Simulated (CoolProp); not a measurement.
Properties of R141b along the isobar 2.5 MPa (Tc = 204.4 °C, pc = 4.212 MPa, ω = 0.220).

Computed with CoolProp (reference Helmholtz-energy equation of state, Lemmon 2006). It is a short technical equation, of lower accuracy than the large ones.

| T (°C) | phase | cp (kJ/(kg K)) | isothermal compressibility (1/MPa) | expansivity (1/kK) | Prandtl number |
|---|---|---|---|---|---|
| -43.55 | liquid | 1.098 | 0.0008650 | 1.299 | 10.8 |
| -33.65 | liquid | 1.100 | 0.0009437 | 1.320 | 9.34 |
| -23.65 | liquid | 1.104 | 0.001032 | 1.345 | 8.22 |
| -13.65 | liquid | 1.111 | 0.001131 | 1.374 | 7.34 |
| -3.65 | liquid | 1.118 | 0.001242 | 1.407 | 6.64 |
| 6.25 | liquid | 1.128 | 0.001366 | 1.445 | 6.07 |
| 16.25 | liquid | 1.139 | 0.001507 | 1.488 | 5.59 |
| 26.25 | liquid | 1.151 | 0.001670 | 1.538 | 5.19 |
| 36.25 | liquid | 1.164 | 0.001856 | 1.595 | 4.85 |
| 46.15 | liquid | 1.179 | 0.002070 | 1.659 | 4.56 |
| 56.15 | liquid | 1.195 | 0.002324 | 1.732 | 4.30 |
| 66.15 | liquid | 1.212 | 0.002623 | 1.817 | 4.07 |

Viscosity comes from a separate model (Huber 2003), an estimate that may be off by 10 % or more. Thermal conductivity comes from a separate model (Huber 2003), an estimate that may be off by 10 % or more.
